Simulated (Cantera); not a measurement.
A closed system holds: 1 mol SiCl4, 0.061 mol C2H2, 64 mol H2, held at 0.610 bar.

Points: T (K) = 1073, 1098, 1123, 1148, 1173, 1198, 1223, 1248, 1273, 1298, 1323, 1348, 1373.

Cantera's Mixture.equilibrate('TP', solver="vcs", rtol=1e-11, max_steps=5000) on the NASA tables stopped like this:

```
3 K  P = 61000 Pa  gas = 65.5 mol
   x: H2 9.618e-01  HCL 2.725e-02  SiHCL3 3.919e-03  SiCL4 3.597e-03  SiCL2 1.878e-03  SiCL3 9.204e-04  SiH2CL2 5.693e-04
   condensed (mol): Si(cr) 0.1646  SiC(b) 0.121
T = 1248 K  P = 61000 Pa  gas = 65.57 mol
   x: H2 9.597e-01  HCL 2.991e-02  SiHCL3 3.420e-03  SiCL4 3.027e-03  SiCL2 2.340e-03  SiCL3 9.908e-04  SiH2CL2 5.251e-04
   condensed (mol): Si(cr) 0.2019  SiC(b) 0.1211
T = 1273 K  P = 61000 Pa  gas = 65.64 mol
   x: H2 9.577e-01  HCL 3.245e-02  SiHCL3 2.928e-03  SiCL2 2.843e-03  SiCL4 2.482e-03  SiCL3 1.038e-03  SiH2CL2 4.781e-04
   condensed (mol): Si(cr) 0.2362  SiC(b) 0.1211
ERROR: FAILURE its = 5001!

*******************************************************************************
CanteraError thrown by MultiPhase::equilibrate:
VCS solver failed. Return code: -1
*******************************************************************************
```

Q: What got this run through?

A: Several could match; the one computed here: The failure is numerical, not chemical. The same input converged with solver="gibbs", rtol=1e-10, max_steps=50000, and the result passed a check of the equilibrium conditions:
```
T = 1073 K  P = 61000 Pa  gas = 65.2 mol
   x: H2 9.717e-01  HCL 1.472e-02  SiCL4 6.883e-03  SiHCL3 5.569e-03  SiH2CL2 5.260e-04  SiCL3 3.015e-04  SiCL2 2.113e-04
   condensed (mol): SiC(b) 0.1195
T = 1098 K  P = 61000 Pa  gas = 65.22 mol
   x: H2 9.709e-01  HCL 1.557e-02  SiCL4 6.327e-03  SiHCL3 5.740e-03  SiH2CL2 6.230e-04  SiCL3 4.081e-04  SiCL2 3.701e-04
   condensed (mol): SiC(b) 0.1204
T = 1123 K  P = 61000 Pa  gas = 65.24 mol
   x: H2 9.699e-01  HCL 1.669e-02  SiCL4 5.778e-03  SiHCL3 5.758e-03  SiH2CL2 7.029e-04  SiCL2 6.066e-04  SiCL3 5.311e-04
   condensed (mol): Si(cr) 0.004885  SiC(b) 0.1209
T = 1148 K  P = 61000 Pa  gas = 65.3 mol
   x: H2 9.680e-01  HCL 1.919e-02  SiHCL3 5.338e-03  SiCL4 5.276e-03  SiCL2 8.349e-04  SiH2CL2 6.766e-04  SiCL3 6.317e-04
   condensed (mol): Si(cr) 0.04443  SiC(b) 0.1209
T = 1173 K  P = 61000 Pa  gas = 65.36 mol
   x: H2 9.660e-01  HCL 2.182e-02  SiHCL3 4.888e-03  SiCL4 4.738e-03  SiCL2 1.121e-03  SiCL3 7.341e-04  SiH2CL2 6.455e-04
   condensed (mol): Si(cr) 0.08486  SiC(b) 0.121
T = 1198 K  P = 61000 Pa  gas = 65.43 mol
   x: H2 9.639e-01  HCL 2.453e-02  SiHCL3 4.412e-03  SiCL4 4.173e-03  SiCL2 1.469e-03  SiCL3 8.326e-04  SiH2CL2 6.096e-04
   condensed (mol): Si(cr) 0.1252  SiC(b) 0.121
T = 1223 K  P = 61000 Pa  gas = 65.5 mol
   x: H2 9.618e-01  HCL 2.725e-02  SiHCL3 3.919e-03  SiCL4 3.597e-03  SiCL2 1.878e-03  SiCL3 9.204e-04  SiH2CL2 5.693e-04
   condensed (mol): Si(cr) 0.1646  SiC(b) 0.121
T = 1248 K  P = 61000 Pa  gas = 65.57 mol
   x: H2 9.597e-01  HCL 2.991e-02  SiHCL3 3.420e-03  SiCL4 3.027e-03  SiCL2 2.340e-03  SiCL3 9.908e-04  SiH2CL2 5.251e-04
   condensed (mol): Si(cr) 0.2019  SiC(b) 0.1211
T = 1273 K  P = 61000 Pa  gas = 65.64 mol
   x: H2 9.577e-01  HCL 3.245e-02  SiHCL3 2.928e-03  SiCL2 2.843e-03  SiCL4 2.482e-03  SiCL3 1.038e-03  SiH2CL2 4.781e-04
   condensed (mol): Si(cr) 0.2362  SiC(b) 0.1211
T = 1298 K  P = 61000 Pa  gas = 65.7 mol
   x: H2 9.559e-01  HCL 3.479e-02  SiCL2 3.369e-03  SiHCL3 2.458e-03  SiCL4 1.982e-03  SiCL3 1.057e-03  SiH2CL2 4.294e-04
   condensed (mol): Si(cr) 0.2667  SiC(b) 0.1211
T = 1323 K  P = 61000 Pa  gas = 65.76 mol
   x: H2 9.542e-01  HCL 3.687e-02  SiCL2 3.895e-03  SiHCL3 2.023e-03  SiCL4 1.541e-03  SiCL3 1.048e-03  SiH2CL2 3.806e-04
   condensed (mol): Si(cr) 0.2929  SiC(b) 0.1212
T = 1348 K  P = 61000 Pa  gas = 65.82 mol
   x: H2 9.527e-01  HCL 3.866e-02  SiCL2 4.403e-03  SiHCL3 1.635e-03  SiCL4 1.169e-03  SiCL3 1.012e-03  SiH2CL2 3.332e-04
   condensed (mol): Si(cr) 0.3146  SiC(b) 0.1212
T = 1373 K  P = 61000 Pa  gas = 65.87 mol
   x: H2 9.515e-01  HCL 4.015e-02  SiCL2 4.873e-03  SiHCL3 1.300e-03  SiCL3 9.560e-04  SiCL4 8.674e-04  SiH2CL2 2.884e-04
   condensed (mol): Si(cr) 0.3318  SiC(b) 0.1212
```

The gas is ideal and each condensed phase is pure. Mutual solubility and eutectic melting of coexisting phases are not modelled. The tables' values for SiCl3 are old estimates; treat these amounts as uncertain.
